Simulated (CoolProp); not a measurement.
The numbers come from the reference Helmholtz-energy equation of state, Thol 2018 in CoolProp.

**Question.** For hydrogen chloride, give the phase and the cp (kJ/(kg K)), cv (kJ/(kg K)) at 594.3 K and 1.25 MPa; 594.3 K and 3.74 MPa; 594.3 K and 12.5 MPa.

**Answer.** 
- 594.3 K and 1.25 MPa: gas; cp 0.823, cv 0.584
- 594.3 K and 3.74 MPa: gas; cp 0.849, cv 0.588
- 594.3 K and 12.5 MPa: supercritical; cp 0.940, cv 0.599
